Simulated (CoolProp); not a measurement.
Saturation properties of R1336mzz(Z) (Tc = 444.5 K, pc = 2.904 MPa, ω = 0.386).

Model: reference Helmholtz-energy equation of state, McLinden 2020, in CoolProp.

```tsv
T (K)	p (MPa)	liquid density (kg/m³)	vapour density (kg/m³)	enthalpy of vaporisation (kJ/kg)	liquid cp (kJ/(kg K))
242	0.004292	1502	0.3518	192.5	1.104
246.3	0.005647	1492	0.4554	190.7	1.113
250.5	0.007301	1482	(withheld)	188.9	1.122
254.8	0.009397	1472	0.7347	187.2	1.131
259	0.01190	(withheld)	0.9173	185.4	1.140
263.2	0.01494	1452	1.135	183.7	(withheld)
267.5	0.01869	1442	1.401	(withheld)	1.158
271.7	0.02306	1431	1.706	180.1	1.166
276	0.02837	1421	2.072	178.2	1.175
280.2	0.03447	1410	2.488	176.4	1.184
284.5	(withheld)	1400	2.981	174.6	1.193
288.7	0.05006	1389	3.534	172.7	1.201
293	0.05986	1378	(withheld)	170.8	1.210
297.2	0.07086	1367	4.904	168.9	1.219
301.4	0.08341	1356	5.722	167.0	1.227
```

**Question.** Some entries are withheld; supply them.

**Answer.** 
- 250.5, vapour density (kg/m³): 0.5797
- 259, liquid density (kg/m³): 1462
- 263.2, liquid cp (kJ/(kg K)): 1.149
- 267.5, enthalpy of vaporisation (kJ/kg): 181.9
- 284.5, p (MPa): 0.04177
- 293, vapour density (kg/m³): 4.183

It boils at 306.6 K under 1 atm.
